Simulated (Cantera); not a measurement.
What does this Cantera script print?

```python
import numpy as np
import cantera as ct

gas_names = [...]  # 110 gases of nasa_gas.yaml made of C, H, O
cond_names = """
    C(gr) C6H6(L) C7H8(L) C8H18(L),n-octa H2O(s) H2O(L)
""".split()


# ... load() reads the species with a 1 bar reference pressure and builds the phases ...
atoms = {
    'toluene': {'C': 7, 'H': 8},
    'CO2': {'C': 1, 'O': 2},
    'H2': {'H': 2},
}
top_T = {'C(gr)': 4500}  # K; cautious upper limits of use, not melting points


# ... equilibrate(T, P, feed) seeds the gas with the atoms and calls Mixture.equilibrate('TP', solver="vcs", rtol=1e-11, max_steps=5000) ...
results = []
T = 1548  # K
P = 6400000  # Pa
for m in [0.071, 0.1, 0.15, 0.23, 0.33, 0.49, 0.72, 1.1, 1.6, 2.3]:
    feed = {'toluene': 1, 'CO2': m, 'H2': 0.42}  # mol
    mix = equilibrate(T, P, feed)
    results.append((T, P, feed, dict(zip(mix.species_names, mix.species_moles))))

top = {s: max(r[3][s] / sum(r[3][g] for g in gas_names) for r in results) for s in gas_names}
cols = sorted((s for s in top if top[s] > 0.0001), key=lambda s: -top[s])[:7]
seen = [c for c in cond_names if any(r[3].get(c, 0) > 1e-12 for r in results)]
print("log10 of partial pressures in bar; condensed amounts in mol")
print(f"{'n(CO2)':>10s}" + "".join(f"{s[:9]:>10s}" for s in cols + seen))
for T, P, feed, n in results:
    ng = sum(n[g] for g in gas_names)
    print(f"{feed['CO2']:10.4g}" + "".join(f"{np.log10(max(n[s] / ng * P / 1e5, 1e-99)):10.3f}" for s in cols)
          + "".join(f"{n.get(c, 0):10.4g}" for c in seen))
```

Output:

```
log10 of partial pressures in bar; condensed amounts in mol
    n(CO2)        H2        CO       CH4       H2O       CO2      C2H4     C(gr)
     0.071     1.744     0.312     0.800    -0.855    -2.733    -2.064     6.528
       0.1     1.739     0.454     0.789    -0.718    -2.447    -2.075     6.507
      0.15     1.729     0.620     0.771    -0.561    -2.116    -2.093     6.471
      0.23     1.715     0.790     0.742    -0.406    -1.776    -2.122     6.412
      0.33     1.698     0.928     0.708    -0.285    -1.500    -2.156     6.337
      0.49     1.672     1.071     0.655    -0.168    -1.215    -2.209     6.214
      0.72     1.637     1.200     0.586    -0.074    -0.956    -2.278     6.032
       1.1     1.585     1.328     0.482     0.002    -0.700    -2.382     5.721
       1.6     1.526     1.427     0.364     0.042    -0.503    -2.500     5.298
       2.3     1.455     1.509     0.221     0.053    -0.339    -2.643     4.689
```

Cantera equilibrium calculation (NASA polynomials, part measured and part estimated; ideal gas, pure solids and liquids). The ideal-gas law is rough above about 30 bar.
